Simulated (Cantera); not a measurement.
## Moist CO burnout

A perfectly stirred reactor is fed with 1.98 % CO, 3.20 % O₂, 0.725 % H₂O, 94.1 % N₂, equivalence ratio 0.31, at 698 Torr; it is held at 1150 K, and followed from long to short residence time.

Model: GRI-Mech 3.0 (53 species, 325 reactions), integrated in Cantera.

```
τ (s)        x CO    x O₂    x H₂O     x H₂     x OH
-------  --------  ------  -------  -------  -------
25        5.32e-5  0.0224  0.00731  3.29e-7  5.91e-6
5.3      0.000158  0.0224  0.00731  1.05e-6  9.32e-6
1.1      0.000470  0.0226  0.00730  3.49e-6  1.48e-5
0.23      0.00134  0.0230  0.00729  1.10e-5  2.36e-5
0.049     0.00354  0.0240  0.00725  2.95e-5  3.67e-5
0.010     0.00839  0.0264  0.00717  6.04e-5  5.24e-5
0.0022     0.0149  0.0295  0.00712  7.25e-5  5.67e-5
0.00045    0.0193  0.0317  0.00721  1.39e-5  1.80e-5
```
x: mole fraction; the columns are a selection and need not sum to one.
